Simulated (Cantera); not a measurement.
# Low-pressure radical oxidation in H2/O2

A perfectly stirred reactor is fed with H2 : O2 : N2 = 0.0073 : 1 : 0.31 (molar parts), equivalence ratio 0.0037, at 0.0286 atm; it is held at 1125 K, and followed from long to short residence time.

Computed with Cantera and the H2/O2 subset of GRI-Mech 3.0, which has no nitrogen chemistry. Radical loss at walls, strong at low pressure, is not modelled.

```
τ (s)       x H2   x O2   x H2O2    x HO2       x H      x OH
------  --------  -----  -------  -------  --------  --------
5.1      1.72e-5  0.758  1.40e-8  3.12e-7   1.82e-6   7.29e-5
2.0      2.89e-5  0.758  1.79e-8  4.53e-7   4.48e-6  0.000101
0.79     4.82e-5  0.758  2.24e-8  6.44e-7   1.07e-5  0.000139
0.31     8.10e-5  0.758  2.80e-8  8.97e-7   2.47e-5  0.000193
0.12    0.000141  0.757  3.60e-8  1.23e-6   5.40e-5  0.000268
0.048   0.000248  0.756  4.78e-8  1.62e-6  0.000105  0.000367
0.019   0.000460  0.756  6.66e-8  2.06e-6  0.000180  0.000497
0.0075  0.000887  0.756  9.42e-8  2.50e-6  0.000262  0.000648
0.0030   0.00173  0.756  1.21e-7  2.78e-6  0.000292  0.000758
0.0012   0.00331  0.757  1.01e-7  2.62e-6  0.000189  0.000649
```
x: mole fraction; the columns are a selection and need not sum to one.
